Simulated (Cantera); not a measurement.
A closed system holds: 1 mol C6H6, 19 mol H2, 0.18 mol H2O, equilibrated at 0.130 bar.

Equilibrium computed with Cantera from the NASA thermochemical tables; the gas is ideal and each condensed phase is pure. Candidate condensed phases: C, C6H6, C7H8, C8H18, H2O; 110 gas species. Rates play no part.

Which condensed phases are stable at each of these points (T (K)): 675, 725, 775, 825, 875, 925, 975, 1025, 1075, 1125, 1175, 1225, 1275, 1325?


```
T (K)  condensed phases  C condensed (%)
-----  ----------------  ---------------
675            gas only              0.0
725         C(graphite)             12.5
775         C(graphite)             44.0
825         C(graphite)             66.7
875         C(graphite)             80.2
925         C(graphite)             87.5
975         C(graphite)             91.5
1025        C(graphite)             93.7
1075        C(graphite)             94.9
1125        C(graphite)             95.7
1175        C(graphite)             96.1
1225        C(graphite)             96.4
1275        C(graphite)             96.6
1325        C(graphite)             96.7
```

At 675 K nothing is condensed. From 725 K to 1325 K the condensed part is C(graphite).
